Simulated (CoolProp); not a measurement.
Vapour-liquid equilibrium of propane (1) + R236EA (2) at 338 kPa; x and y are mole fractions of (1).

Model: multi-fluid Helmholtz-energy mixture model, Lemmon 2009 and Rui 2013; pair parameters Bell 2016, in CoolProp.

```json
[
 {"x": "0.05", "bubble temperature (°C)": "25.7", "y at the bubble point": "0.381", "dew temperature at overall composition x (°C)": "38.4", "liquid density (mol/L)": "9.412"},
 {"x": "0.15", "bubble temperature (°C)": "7.0", "y at the bubble point": "0.708", "dew temperature at overall composition x (°C)": "34.9", "liquid density (mol/L)": "9.921"},
 {"x": "0.25", "bubble temperature (°C)": "-1.5", "y at the bubble point": "0.806", "dew temperature at overall composition x (°C)": "31.2", "liquid density (mol/L)": "10.23"},
 {"x": "0.35", "bubble temperature (°C)": "-5.2", "y at the bubble point": "0.841", "dew temperature at overall composition x (°C)": "27.1", "liquid density (mol/L)": "10.46"},
 {"x": "0.45", "bubble temperature (°C)": "-6.7", "y at the bubble point": "0.856", "dew temperature at overall composition x (°C)": "22.5", "liquid density (mol/L)": "10.66"},
 {"x": "0.55", "bubble temperature (°C)": "-7.5", "y at the bubble point": "0.865", "dew temperature at overall composition x (°C)": "17.3", "liquid density (mol/L)": "10.86"},
 {"x": "0.65", "bubble temperature (°C)": "-8.1", "y at the bubble point": "0.874", "dew temperature at overall composition x (°C)": "11.1", "liquid density (mol/L)": "11.10"},
 {"x": "0.75", "bubble temperature (°C)": "-8.8", "y at the bubble point": "0.887", "dew temperature at overall composition x (°C)": "3.6", "liquid density (mol/L)": "11.38"},
 {"x": "0.85", "bubble temperature (°C)": "-9.7", "y at the bubble point": "0.912", "dew temperature at overall composition x (°C)": "-6.1", "liquid density (mol/L)": "11.71"},
 {"x": "0.95", "bubble temperature (°C)": "-10.4", "y at the bubble point": "0.960", "dew temperature at overall composition x (°C)": "-10.3", "liquid density (mol/L)": "12.09"}
]
```

No azeotrope shows between x = 0.05 and 0.95.

Pair parameters are fitted to limited data, so mixtures are less certain than the pure fluids. With so large a gap from Raoult's law the liquid may split in two, which this calculation doesn't test in full.
